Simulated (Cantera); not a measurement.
A closed system holds: 1 mol Cu2O, 3 mol H2, 0.063 mol H2O, held at 10.0 mbar.

These are equilibrium values from Cantera (NASA tables, ideal gas, pure condensed phases), not measurements of a reactor. Candidate condensed phases: Cu, CuO, Cu(OH)2, Cu2O, H2O; 12 gas species. Kinetics and transport are ignored.

x: gas mole fraction; n: condensed amount in mol.

```json
[
 {"T (K)": "850", "x H2": "0.653", "x H2O": "0.347", "x Cu": "1.30e-12", "x H": "1.66e-10", "x Cu2": "<1e-12", "x OH": "<1e-12", "n Cu(s)": "2.00", "n Cu(l)": "0"},
 {"T (K)": "950", "x H2": "0.653", "x H2O": "0.347", "x Cu": "1.89e-10", "x H": "4.50e-9", "x Cu2": "<1e-12", "x OH": "3.52e-12", "n Cu(s)": "2.00", "n Cu(l)": "0"},
 {"T (K)": "1050", "x H2": "0.653", "x H2O": "0.347", "x Cu": "1.05e-8", "x H": "6.55e-8", "x Cu2": "<1e-12", "x OH": "1.11e-10", "n Cu(s)": "2.00", "n Cu(l)": "0"},
 {"T (K)": "1150", "x H2": "0.653", "x H2O": "0.347", "x Cu": "2.89e-7", "x H": "6.03e-7", "x Cu2": "[?]", "x OH": "1.94e-9", "n Cu(s)": "2.00", "n Cu(l)": "0"},
 {"T (K)": "1250", "x H2": "0.653", "x H2O": "0.347", "x Cu": "4.64e-6", "x H": "3.91e-6", "x Cu2": "[?]", "x OH": "2.14e-8", "n Cu(s)": "2.00", "n Cu(l)": "0"},
 {"T (K)": "1350", "x H2": "0.653", "x H2O": "0.347", "x Cu": "4.89e-5", "x H": "1.93e-5", "x Cu2": "[?]", "x OH": "1.66e-7", "n Cu(s)": "2.00", "n Cu(l)": "0"},
 {"T (K)": "1450", "x H2": "0.653", "x H2O": "0.347", "x Cu": "0.000344", "x H": "7.64e-5", "x Cu2": "[?]", "x OH": "9.74e-7", "n Cu(s)": "0", "n Cu(l)": "2.00"},
 {"T (K)": "1550", "x H2": "0.652", "x H2O": "0.346", "x Cu": "0.00186", "x H": "0.000254", "x Cu2": "[?]", "x OH": "4.54e-6", "n Cu(s)": "0", "n Cu(l)": "1.99"},
 {"T (K)": "1650", "x H2": "0.647", "x H2O": "0.344", "x Cu": "0.00812", "x H": "0.000731", "x Cu2": "[?]", "x OH": "1.76e-5", "n Cu(s)": "0", "n Cu(l)": "1.97"},
 {"T (K)": "1750", "x H2": "0.632", "x H2O": "0.336", "x Cu": "0.0299", "x H": "0.00185", "x Cu2": "[?]", "x OH": "5.77e-5", "n Cu(s)": "0", "n Cu(l)": "1.91"},
 {"T (K)": "1850", "x H2": "0.587", "x H2O": "0.313", "x Cu": "0.0950", "x H": "0.00413", "x Cu2": "[?]", "x OH": "0.000163", "n Cu(s)": "0", "n Cu(l)": "1.68"},
 {"T (K)": "1950", "x H2": "0.471", "x H2O": "0.252", "x Cu": "0.267", "x H": "0.00787", "x Cu2": "[?]", "x OH": "0.000382", "n Cu(s)": "0", "n Cu(l)": "0.867"}
]
```

Task: Some entries are withheld; supply them.

Result: 
- 1150, x Cu2: 4.49e-12
- 1250, x Cu2: 2.29e-10
- 1350, x Cu2: 6.42e-9
- 1450, x Cu2: 9.64e-8
- 1550, x Cu2: 9.94e-7
- 1650, x Cu2: 7.62e-6
- 1750, x Cu2: 4.58e-5
- 1850, x Cu2: 0.000225
- 1950, x Cu2: 0.000927
